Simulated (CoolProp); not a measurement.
Vapour-liquid equilibrium of propane (1) + isobutane (2) at 5.16 bar; x and y are mole fractions of (1).

Computed with CoolProp (multi-fluid Helmholtz-energy mixture model, Lemmon 2009 and Bücker 2006; pair parameters Kunz 2012).

```
x     bubble temperature, mixture model (K)  bubble temperature, Raoult's law (K)  y, mixture model  y, Raoult's law
----  -------------------------------------  ------------------------------------  ----------------  ---------------
0.05                                  309.4                                 309.1             0.105            0.121
0.15                                  304.5                                 303.9             0.286            0.319
0.25                                  300.1                                 299.2             0.434            0.474
0.35                                  296.1                                 295.1             0.557            0.597
0.45                                  292.4                                 291.3             0.660            0.695
0.55                                  288.9                                 288.0             0.748            0.776
0.65                                  285.7                                 284.9             0.821            0.842
0.75                                  282.7                                 282.1             0.884            0.897
0.85                                  279.8                                 279.5             0.937            0.943
0.95                                  277.2                                 277.1             0.981            0.983
```

The largest gap from Raoult's law is +1.1 K in bubble temperature, at x = 0.45. No azeotrope shows between x = 0.05 and 0.95.

The pair parameters rest on a limited set of measurements; away from them the model extrapolates.
